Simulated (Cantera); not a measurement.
Cantera run:

```python
import numpy as np
import cantera as ct

gas_names = """
    H HNO HNO2 HNO3 HO2 H2 H2O H2O2 N NH NH2 NH3 NH2OH NO NO2 NO3 N2 N2H2 N2H4 N2O O OH O2 O3 Si SiH
    SiH2 SiH3 SiH4 SiN SiO SiO2 Si2 Si2N Si3
""".split()
cond_names = """
    H2O(s) H2O(L) Si(cr) Si(L) SiO2(Lqz) SiO2(hqz) SiO2(L) Si2N2O(s) Si3N4(a)
""".split()


# ... load() reads the species with a 1 bar reference pressure and builds the phases ...
atoms = {
    'Si3N4': {'Si': 3, 'N': 4},
    'H2O': {'H': 2, 'O': 1},
    'H2': {'H': 2},
}
top_T = {'Si2N2O(s)': 2100, 'Si3N4(a)': 2400}  # K; cautious upper limits of use, not melting points


# ... equilibrate(T, P, feed) seeds the gas with the atoms and calls Mixture.equilibrate('TP', solver="vcs", rtol=1e-11, max_steps=5000) ...
results = []
feed = {'Si3N4': 1, 'H2O': 0.0056, 'H2': 390}  # mol
P = 19  # Pa
for T in [1273, 1323, 1373, 1423, 1473, 1523, 1573, 1623, 1673, 1723]:
    mix = equilibrate(T, P, feed)
    results.append((T, P, feed, dict(zip(mix.species_names, mix.species_moles))))
    x = sorted(zip(gas.X, gas.species_names), reverse=True)
    print(f"T = {T:g} K  P = {P:g} Pa  gas = {mix.phase_moles(0):.4g} mol")
    print("   x: " + "  ".join(f"{s} {v:.3e}" for v, s in x if v > 0.0001))
    print("   condensed (mol): " + ("  ".join(f"{mix.phase(i).name} {mix.phase_moles(i):.4g}"
          for i in range(1, mix.n_phases) if mix.phase_moles(i) > 1e-12) or "none"))
```

Result:

```
T = 1273 K  P = 19 Pa  gas = 390.5 mol
   x: H2 9.987e-01  N2 1.266e-03
   condensed (mol): Si(cr) 0.7373  Si2N2O(s) 0.002998  Si3N4(a) 0.7513
T = 1323 K  P = 19 Pa  gas = 391.9 mol
   x: H2 9.951e-01  N2 4.752e-03  H 1.148e-04
   condensed (mol): Si(cr) 2.787  Si3N4(a) 0.06891
T = 1373 K  P = 19 Pa  gas = 392.1 mol
   x: H2 9.946e-01  N2 5.101e-03  H 2.409e-04
   condensed (mol): Si(cr) 2.993
T = 1423 K  P = 19 Pa  gas = 392.1 mol
   x: H2 9.944e-01  N2 5.101e-03  H 4.805e-04
   condensed (mol): Si(cr) 2.991
T = 1473 K  P = 19 Pa  gas = 392.2 mol
   x: H2 9.939e-01  N2 5.099e-03  H 9.150e-04
   condensed (mol): Si(cr) 2.982
T = 1523 K  P = 19 Pa  gas = 392.4 mol
   x: H2 9.931e-01  N2 5.097e-03  H 1.671e-03
   condensed (mol): Si(cr) 2.955
T = 1573 K  P = 19 Pa  gas = 392.7 mol
   x: H2 9.917e-01  N2 5.093e-03  H 2.937e-03  Si 2.894e-04
   condensed (mol): Si(cr) 2.874
T = 1623 K  P = 19 Pa  gas = 393.3 mol
   x: H2 9.891e-01  N2 5.084e-03  H 4.987e-03  Si 8.234e-04
   condensed (mol): Si(cr) 2.656
T = 1673 K  P = 19 Pa  gas = 394.5 mol
   x: H2 9.844e-01  H 8.197e-03  N2 5.068e-03  Si 2.199e-03
   condensed (mol): Si(cr) 2.091
T = 1723 K  P = 19 Pa  gas = 396.7 mol
   x: H2 9.765e-01  H 1.307e-02  Si 5.176e-03  N2 5.038e-03  SiH 1.014e-04
   condensed (mol): Si(L) 0.8627
```

Method: chemical equilibrium by Gibbs-energy minimisation in Cantera with the NASA 1993 tables (ideal gas, pure condensed phases). Mutual solubility and eutectic melting of coexisting phases are not modelled. Gases not in the tables: Si2H6 and higher silanes.
